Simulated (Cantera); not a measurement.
Feed: 1 mol TiO2, 2.7 mol C, 0.18 mol CO, held at 2173 K and 0.653 Torr.

These are equilibrium values from Cantera (NASA tables, ideal gas, pure condensed phases), not measurements of a reactor. Candidate condensed phases: C, Ti, TiC, TiO, TiO2, Ti2O3, Ti3O5, Ti4O7; 15 gas species. Mutual solubility and eutectic melting of coexisting phases are not modelled. TiC, TiO: taken at fixed stoichiometry. Condensed phases not in the tables: solid solutions among these carbides, nitrides and lower oxides. Kinetics and transport are ignored.

Base state: CO 0.978, Ti 0.0128, TiO 0.00951, TiO2 1.49e-5 (mole fractions); condensed: TiC(s) + TiO(l).

Problem. What changes in the equilibrium state with this change: temperature from 2173 K to 998.15 K?

Solution. 
| species | before | after |
|---|---|---|
| CO | 0.978 | 0.999 |
| CO2 | 6.71e-6 | 0.000512 |
| Ti | 0.0128 | <1e-9 |
| TiO | 0.00951 | <1e-9 |
| TiO2 | 1.49e-5 | <1e-9 |
| TiC(s), mol | 0.837 | 0 |
| TiO(l), mol | 0.117 | 0 |
| C(graphite), mol | 0 | 2.70 |
| TiO2(rutile), mol | 0 | 1.00 |
